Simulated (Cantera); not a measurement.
Charge: 1 mol C, 0.96 mol H2O, 6.8 mol H2, 4.1 mol CO2, at 900 °C and 1.10 mbar.

These are equilibrium values from Cantera (NASA tables, ideal gas, pure condensed phases), not measurements of a reactor. Candidate condensed phases: C, C6H6, C7H8, C8H18, H2O; 110 gas species. Rates play no part.

Base state: H2 0.401, CO 0.284, H2O 0.203, CO2 0.113 (mole fractions); condensed: gas only.

Q: What changes in the equilibrium state with this change: temperature from 900 °C to 2275 °C?

A: 
```csv
species,before,after
H,2.25e-6,0.366
CO,0.284,0.265
H2,0.401,0.154
H2O,0.203,0.0777
O,<1e-9,0.0627
O2,<1e-9,0.0129
OH,7.85e-9,0.0404
CO2,0.113,0.0211
```

Q: What changes in the equilibrium state with this change: temperature from 900 °C to 1650 °C?

A: 
```json
[
 {"species": "H2", "before": "0.401", "after": "0.336"},
 {"species": "CO", "before": "0.284", "after": "0.334"},
 {"species": "H2O", "before": "0.203", "after": "0.253"},
 {"species": "CO2", "before": "0.113", "after": "0.0586"},
 {"species": "H", "before": "2.25e-6", "after": "0.0165"},
 {"species": "OH", "before": "7.85e-9", "after": "0.00107"},
 {"species": "O", "before": "<1e-9", "after": "3.90e-5"},
 {"species": "O2", "before": "<1e-9", "after": "1.28e-5"}
]
```
